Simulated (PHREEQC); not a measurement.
# Acid rinse or clean: speciation

A solution holds 0.0015 mol/kgw H2SO4, 0.054 mol/kgw ZnSO4 and 0.00029 mol/kgw MnSO4, at 25 °C and 500 atm. Closed to the air; pH follows from the charge balance.

Computed with PHREEQC (ion-association model, phreeqc.dat).

```json
{
 "pH": "2.80",
 "ionic_strength": "0.136 mol/kgw",
 "density": "1.028 g/cm³",
 "total_alkalinity": "-3.00 meq/kg"
}
```

| species | molality | activity | log γ |
|---|---|---|---|
| Zn+2 | 0.0332 | 0.0116 | -0.458 |
| SO4-2 | 0.0264 | 0.00908 | -0.463 |
| ZnSO4 | 0.0133 | 0.0137 | 0.014 |
| Zn(SO4)2-2 | 0.00747 | 0.00262 | -0.456 |
| H+ | 0.00193 | 0.00158 | -0.088 |
| HSO4- | 0.00107 | 0.000822 | -0.114 |
| Mn+2 | 0.000214 | 8.04e-5 | -0.426 |
| MnSO4 | 7.58e-5 | 7.82e-5 | 0.014 |
| ZnOH+ | 9.82e-9 | 7.56e-9 | -0.114 |

No solid was allowed to form. Under pressure, the constants of complexes without a molar volume in the database are unreliable.
